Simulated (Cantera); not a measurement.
Input: 1 mol Hg, 0.73 mol H₂, at 1348.15 K and 0.00170 bar.

Equilibrium computed with Cantera from the NASA thermochemical tables; the gas is ideal and each condensed phase is pure. Candidate condensed phases: Hg; 3 gas species. Equilibrium is a limit: real reactors are often held back by kinetics, nucleation or transport.

Base state: Hg 0.578, H₂ 0.422, H 3.65e-5 (mole fractions); condensed: gas only.

Q: What changes in the equilibrium state with this change: Hg replaced by PbO?

A: 
```csv
species,before,after
Pb,0,0.422
H₂O,0,0.422
PbO,0,0.156
Hg,0.578,0
H₂,0.422,0.000143
O₂,0,0.000200
OH,0,3.19e-5
```
Gases not in the tables: (PbO)n polymers. Further candidate phases: H₂O, Pb, PbO, PbO₂, Pb₃O₄.
